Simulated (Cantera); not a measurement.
Input: 1 mol SiH2Cl2, 48 mol N2, held at 9.50 Pa.

These are equilibrium values from Cantera (NASA tables, ideal gas, pure condensed phases), not measurements of a reactor. Candidate condensed phases: NH4Cl, Si, Si3N4; 28 gas species. N2 is the only nitrogen source here; it is nearly inert below about 1500 K, so the nitride shown seldom forms there in practice. Equilibrium is a limit: real reactors are often held back by kinetics, nucleation or transport.

Task: Which condensed phases are stable at each of these points (T (K)): 948, 1048, 1148, 1248, 1348, 1448, 1548, 1648, 1748, 1848, 1948, 2048, 2148?

Result: 
```tsv
T (K)	condensed phases	Si condensed (%)
948	Si3N4(s)	91.2
1048	Si3N4(s)	91.7
1148	Si3N4(s)	88.5
1248	Si3N4(s)	74.3
1348	Si3N4(s)	53.2
1448	Si3N4(s)	33.7
1548	Si(s)	19.8
1648	Si(s)	6.4
1748	gas only	0.0
1848	gas only	0.0
1948	gas only	0.0
2048	gas only	0.0
2148	gas only	0.0
```

From 948 K to 1448 K the condensed part is Si3N4(s). From 1548 K to 1648 K the condensed part is Si(s). From 1748 K to 2148 K nothing is condensed.
